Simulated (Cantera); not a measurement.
Hydrocarbon pyrolysis for carbon deposition

An isothermal, constant-pressure homogeneous reactor starts with CH₄ : N₂ = 1 : 180 (molar parts), at 1925 K and 100.0 Torr.

Model: GRI-Mech 3.0 (53 species, 325 reactions), integrated in Cantera. GRI-Mech 3.0 stops at C3 and has no aromatics, soot or wall deposition, so with more carbon than oxygen in the feed, carbon stays in small species such as C2H2 where larger ones or solid carbon would form.

```
t (s)        x CH₄     x CH₃       x H     x HCN    x C₂H₆      x H₂
--------  --------  --------  --------  --------  --------  --------
0.000100   0.00550   2.48e-5   3.74e-6  2.24e-11   1.36e-9   1.05e-5
0.000256   0.00546   6.86e-5   3.97e-6  3.01e-10   1.58e-8   3.30e-5
0.000656   0.00534  0.000177   5.15e-6   4.87e-9   1.26e-7   9.85e-5
0.00168    0.00492  0.000416   1.32e-5   9.70e-8   7.39e-7  0.000410
0.00431    0.00321  0.000582   4.98e-5   2.58e-6   1.47e-6   0.00256
0.0110     0.00104  0.000254   9.26e-5   1.89e-5   2.75e-7   0.00632
0.0283    0.000240   7.42e-5  0.000126   4.99e-5   2.28e-8   0.00774
0.0725     4.28e-5   1.65e-5  0.000158   8.85e-5   1.10e-9   0.00808
0.186      4.89e-6   2.13e-6  0.000179  0.000116  1.81e-11   0.00814
0.476      2.49e-7   1.22e-7  0.000200  0.000122    <1e-12   0.00814
1.22       8.35e-8   4.61e-8  0.000225  0.000122    <1e-12   0.00813
3.12       2.93e-8   1.70e-8  0.000237  0.000122    <1e-12   0.00812
8.00       1.66e-8   9.66e-9  0.000238  0.000122    <1e-12   0.00812
```
x: mole fraction; the columns are a selection and need not sum to one.

Equilibrium at this temperature and pressure: CH₄ 1.93e-8, CH₃ 1.13e-8, H 0.000238, HCN 0.00536, C₂H₆ <1e-12, H₂ 0.00812 (gas phase only).
